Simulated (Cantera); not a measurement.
A closed system holds: 1 mol B2H6, 1.4 mol H2, held at 1677 °C and 0.100 bar.

These are equilibrium values from Cantera (NASA tables, ideal gas, pure condensed phases), not measurements of a reactor. Candidate condensed phases: B; 7 gas species. The feed counts by its element totals alone. The tables' values for BH2 are old estimates; treat these amounts as uncertain. Equilibrium is a limit: real reactors are often held back by kinetics, nucleation or transport.

Base state: H2 0.996, H 0.00362, BH2 0.000347 (mole fractions); condensed: B(s).

Question: What changes in the equilibrium state with this change: temperature from 1677 °C to 527 °C?

Answer: 
```json
[
 {"species": "H2", "before": "0.996", "after": "1.00"},
 {"species": "H", "before": "0.00362", "after": "<1e-9"},
 {"species": "BH2", "before": "0.000347", "after": "<1e-9"},
 {"species": "B(s), mol", "before": "2.00", "after": "2.00"}
]
```
